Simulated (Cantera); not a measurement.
Charge: 1 mol Si, 5.8 mol CO, 170 mol H2, held at 1527 °C and 220 Pa.

Cantera equilibrium calculation (NASA polynomials, part measured and part estimated; ideal gas, pure solids and liquids). Candidate condensed phases: C, C6H6, C7H8, C8H18, H2O, Si, SiC, SiO2; 123 gas species. Rates play no part.

Base state: H2 0.959, CO 0.0301, H 0.00748, SiO 0.00277, Si 0.000141, C2H2 (acetylene) 1.02e-5 (mole fractions); condensed: SiC(s).

### Question
What changes in the equilibrium state with this change: pressure from 220 Pa to 100000 Pa?

### Answer
```tsv
species	before	after
H2	0.959	0.966
CO	0.0301	0.0300
SiO	0.00277	0.00292
H	0.00748	0.000352
CH4	3.83e-7	0.000172
H2O	7.37e-8	3.46e-5
Si	0.000141	3.20e-7
C2H2 (acetylene)	1.02e-5	9.68e-6
SiC(s), mol	0.484	0.486
```

### Question
What changes in the equilibrium state with this change: temperature from 1527 °C to 775 °C?

### Answer
| species | before | after |
|---|---|---|
| H2 | 0.959 | 0.978 |
| CO | 0.0301 | 0.0219 |
| CH4 | 3.83e-7 | 0.000123 |
| H | 0.00748 | 1.63e-7 |
| SiO | 0.00277 | <1e-9 |
| Si | 0.000141 | <1e-9 |
| C2H2 (acetylene) | 1.02e-5 | 3.85e-9 |
| SiC(s), mol | 0.484 | 0 |
| C(graphite), mol | 0 | 1.98 |
| SiO2(β-quartz), mol | 0 | 1.00 |
